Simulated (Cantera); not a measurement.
## Thermodynamics of carbothermic reduction, feed MgO + CO

Charge: 1 mol MgO, 1.2 mol CO, at 10.0 mbar.

Equilibrium computed with Cantera from the NASA thermochemical tables; the gas is ideal and each condensed phase is pure. Candidate condensed phases: C, Mg, MgCO₃, MgO; 15 gas species. Rates play no part.

```csv
T (°C),log p CO,log p Mg,log p CO₂,log p MgO,log p O,n MgO(s)
1050,-2.00,-7.13,-6.40,<-14,<-14,1.000
1100,-2.00,-6.44,-6.44,<-14,<-14,1.000
1150,-2.00,-6.13,-6.13,<-14,<-14,1.000
1200,-2.00,-5.85,-5.85,-13.82,<-14,1.000
1250,-2.00,-5.59,-5.59,-13.05,<-14,1.000
1300,-2.00,-5.34,-5.34,-12.34,-13.18,0.999
1350,-2.00,-5.11,-5.11,-11.66,-12.40,0.999
1400,-2.00,-4.89,-4.89,-11.03,-11.67,0.998
1450,-2.00,-4.69,-4.69,-10.44,-10.98,0.998
1500,-2.00,-4.49,-4.49,-9.88,-10.33,0.996
1550,-2.00,-4.31,-4.31,-9.35,-9.71,0.994
```
log p: log10 of the partial pressure in bar; n: condensed amount in mol.

From 1050 °C to 1550 °C the condensed part is MgO(s). The main Mg-bearing gas is Mg throughout.
